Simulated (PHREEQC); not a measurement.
PHREEQC input (Pitzer model, pitzer.dat):

```
SOLUTION 1
  temp 25
  units mol/kgw
  pH 7 charge
  S(6) 0.36
  Na 0.7248
  Cl 0.1
  K 0.1
  B 0.0096
END
USE solution 1
INCREMENTAL_REACTIONS false
REACTION 1
  H2O -1
  0 9.886 18.011 24.689 30.178 34.689 38.397 41.444
  43.949 46.007 47.699 49.089 50.232 51.172 51.944 52.578
  53.1 53.528 53.88 54.17 54.408 54.603 54.764 54.896
  55.005 55.094 55.168 55.228 moles
EQUILIBRIUM_PHASES 1
  Arcanite 0 0
  Glaserite 0 0
  Halite 0 0
  Mirabilite 0 0
  Misenite 0 0
  Sylvite 0 0
  Thenardite 0 0
  Borax 0 0
  Boric_acid,s 0 0
  KB5O8:4H2O 0 0
  K2B4O7:4H2O 0 0
  NaBO2:4H2O 0 0
  NaB5O8:5H2O 0 0
  Teepleite 0 0
SELECTED_OUTPUT 1
  -reset false
  -pH true
  -pe true
  -ionic_strength true
  -water true
  -activities H2O
  -totals B Cl K Na S
  -molalities H+ Na+ K+ Cl- SO4-2 B(OH)3 OH- HSO4- B(OH)4- B3O3(OH)4-
    B4O5(OH)4-2
  -equilibrium_phases Arcanite Glaserite Halite Mirabilite Misenite Sylvite Thenardite Borax Boric_acid,s KB5O8:4H2O
    K2B4O7:4H2O NaBO2:4H2O NaB5O8:5H2O Teepleite
PRINT
  -reset false
END
```

Selected output (columns that matter, 14 of 28 rows; water left (kg) added in front):

```
water left (kg)	pH	mu	B	Cl	K	Na	S	m_H+	la_H2O	Glaserite	Halite	Mirabilite	Thenardite	Borax
1	8.9477	1.1848	0.0096	0.1	0.1	0.7248	0.36	2.2873e-09	-0.007419	0	0	0	0	0
0.675514	8.9144	1.7539	0.014211	0.14804	0.14804	1.073	0.53293	2.5599e-09	-0.010656	0	0	0	0	0
0.456315	8.8782	2.5965	0.021038	0.21915	0.21915	1.5884	0.78893	2.7481e-09	-0.015363	0	0	0	0	0
0.308244	8.837	3.8438	0.031144	0.32442	0.32442	2.3514	1.1679	2.7082e-09	-0.022427	0	0	0	0	0
0.208226	8.7842	5.6903	0.046104	0.48025	0.48025	3.4808	1.7289	2.2621e-09	-0.033622	0	0	0	0	0
0.132064	8.7307	7.886	0.072692	0.75721	0.75721	4.7635	2.3636	1.4124e-09	-0.049879	0	0	0.047855	0	0
0.0608595	8.6845	8.735	0.15774	1.6431	0.95579	5.4341	2.334	8.7701e-10	-0.068856	0.013944	0	0.19007	0	0
0.0361943	8.5946	9.4832	0.26524	2.7629	0.87337	6.3953	2.1866	6.3076e-10	-0.093973	0.022796	0	0.092574	0.14269	0
0.0357577	8.5939	9.459	0.26847	2.7966	0.87417	6.3899	2.1666	6.2844e-10	-0.094342	0.022914	0	0	0.2367	0
0.0240942	8.516	8.7125	0.25061	4.1504	0.93308	6.2849	1.4712	5.7194e-10	-0.11067	0.025839	0	0	0.27287	0.00089046
0.0162377	8.4205	8.5523	0.24049	5.8642	1.1093	6.5739	0.84936	4.3782e-10	-0.13898	0.027329	0.0047781	0	0.29155	0.0014238
0.0109278	8.4205	8.5523	0.24049	5.8642	1.1093	6.5739	0.84936	4.3782e-10	-0.13898	0.029293	0.035917	0	0.29213	0.001743
0.00733955	8.4205	8.5523	0.24049	5.8642	1.1093	6.5739	0.84936	4.3782e-10	-0.13898	0.030619	0.056959	0	0.29253	0.0019587
0.00491112	8.4205	8.5523	0.24049	5.8642	1.1093	6.5739	0.84936	4.3782e-10	-0.13898	0.031517	0.0712	0	0.29279	0.0021047
```

Complexes and solids missing from the database can't appear.
